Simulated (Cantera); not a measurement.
Charge: 1 mol PbO, 11 mol N2, equilibrated at 1252 °C and 0.320 bar.

Equilibrium computed with Cantera from the NASA thermochemical tables; the gas is ideal and each condensed phase is pure. Candidate condensed phases: Pb, PbO, PbO2, Pb3O4; 12 gas species. Gases not in the tables: (PbO)n polymers. Kinetics and transport are ignored.

Base state: N2 0.952, PbO 0.0377, Pb 0.00678, O2 0.00330, NO 0.000190 (mole fractions); condensed: PbO(l).

**Question.** What changes in the equilibrium state with this change: PbO replaced by HgO?

**Answer.** 
```
species        before     after
-----------  --------  --------
N2              0.952     0.880
Hg                  0    0.0800
O2            0.00330    0.0397
PbO            0.0377         0
Pb            0.00678         0
NO           0.000190  0.000634
PbO(l), mol     0.486         0
```
Further candidate phases: Hg, HgO.
